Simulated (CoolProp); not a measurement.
Vapour-liquid equilibrium of isohexane (1) + n-hexane (2) at 426.5 K; x and y are mole fractions of (1).

Values from CoolProp's multi-fluid Helmholtz-energy mixture model, Lemmon 2006 and Thol 2019; pair parameters Bell 2016.

Q: Give the bubble pressure and the first vapour's composition at x = 0.05, 0.35, 0.5. Is there an azeotrope?

A: x = 0.05: 8.123 bar, y = 0.058; x = 0.35: 8.626 bar, y = 0.383; x = 0.5: 8.870 bar, y = 0.534. No azeotrope shows between x = 0.05 and 0.95.

The pair parameters rest on a limited set of measurements; away from them the model extrapolates.
